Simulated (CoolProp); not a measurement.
Properties of C3F8 (R218) along the isobar 0.101 MPa (Tc = 345.0 K, pc = 2.640 MPa, ω = 0.317).

Values from CoolProp's reference Helmholtz-energy equation of state, Lemmon 2006. It is a short technical equation, of lower accuracy than the large ones.

| T (K) | phase | density (kg/m³) | Prandtl number |
|---|---|---|---|
| 335.9 | gas | 6.895 | (withheld) |
| 345.4 | gas | 6.697 | (withheld) |
| 354.8 | gas | 6.512 | 0.757 |
| 364.3 | gas | 6.335 | (withheld) |
| 373.8 | gas | 6.168 | 0.746 |
| 383.2 | gas | 6.012 | 0.741 |
| 392.7 | gas | 5.862 | (withheld) |
| 402.1 | gas | 5.721 | (withheld) |
| 411.6 | gas | 5.586 | 0.725 |
| 421.1 | gas | 5.457 | (withheld) |
| 430.5 | gas | 5.335 | (withheld) |
| 440 | gas | 5.217 | (withheld) |

Task: Some entries are withheld; supply them.

Result: 
- 335.9, Prandtl number: 0.768
- 345.4, Prandtl number: 0.762
- 364.3, Prandtl number: 0.751
- 392.7, Prandtl number: 0.735
- 402.1, Prandtl number: 0.730
- 421.1, Prandtl number: 0.720
- 430.5, Prandtl number: 0.715
- 440, Prandtl number: 0.710

Viscosity comes from a separate model (Huber 2003), an estimate that may be off by 10 % or more. Thermal conductivity comes from a separate model (Huber 2003), an estimate that may be off by 10 % or more.
